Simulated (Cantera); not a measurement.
A Cantera script and what it prints.

```python
import numpy as np
import cantera as ct

gas_names = """
    AL ALCL ALCL2 ALCL3 ALN ALO ALOCL ALO2 AL2 AL2CL6 AL2O AL2O2 CL CLO CL2 N NO NO2 NO3 N2 N2O O O2 O3
""".split()
cond_names = """
    AL(cr) AL(L) ALCL3(s) ALCL3(L) ALN(s) AL2O3(a) AL2O3(L)
""".split()


# ... load() reads the species with a 1 bar reference pressure and builds the phases ...
atoms = {
    'AlCl3': {'AL': 1, 'CL': 3},
    'O2': {'O': 2},
    'N2': {'N': 2},
}
top_T = {'ALN(s)': 2750}  # K; cautious upper limits of use, not melting points


# ... equilibrate(T, P, feed) seeds the gas with the atoms and calls Mixture.equilibrate('TP', solver="vcs", rtol=1e-11, max_steps=5000) ...
results = []
feed = {'AlCl3': 1, 'O2': 1.9, 'N2': 2}  # mol
T = 1825  # K
for P in [10, 46, 220, 1000, 4600, 22000, 100000]:
    mix = equilibrate(T, P, feed)
    results.append((T, P, feed, dict(zip(mix.species_names, mix.species_moles))))

top = {s: max(r[3][s] / sum(r[3][g] for g in gas_names) for r in results) for s in gas_names}
cols = sorted((s for s in top if top[s] > 0.001), key=lambda s: -top[s])[:7]
seen = [c for c in cond_names if any(r[3].get(c, 0) > 1e-12 for r in results)]
print("log10 of partial pressures in bar; condensed amounts in mol")
print(f"{'P/Pa':>10s}" + "".join(f"{s[:9]:>10s}" for s in cols + seen))
for T, P, feed, n in results:
    ng = sum(n[g] for g in gas_names)
    print(f"{P:10.4g}" + "".join(f"{np.log10(max(n[s] / ng * P / 1e5, 1e-99)):10.3f}" for s in cols)
          + "".join(f"{n.get(c, 0):10.4g}" for c in seen))
```

Result:

```
log10 of partial pressures in bar; condensed amounts in mol
      P/Pa        CL        N2        O2       CL2         O     ALCL3        NO  AL2O3(a)
        10    -4.313    -4.491    -4.740    -7.727    -6.184    -9.930    -6.570    0.4999
        46    -3.651    -3.827    -4.073    -6.402    -5.850    -8.444    -5.904    0.4999
       220    -2.975    -3.146    -3.389    -5.051    -5.508    -6.930    -5.222    0.4998
      1000    -2.336    -2.482    -2.725    -3.772    -5.176    -5.511    -4.558     0.499
      4600    -1.738    -1.802    -2.042    -2.577    -4.835    -4.229    -3.876    0.4963
   2.2e+04    -1.215    -1.091    -1.329    -1.530    -4.478    -3.193    -3.165    0.4921
     1e+05    -0.790    -0.405    -0.643    -0.680    -4.135    -2.433    -2.479    0.4907
```

Equilibrium computed with Cantera from the NASA thermochemical tables; the gas is ideal and each condensed phase is pure.
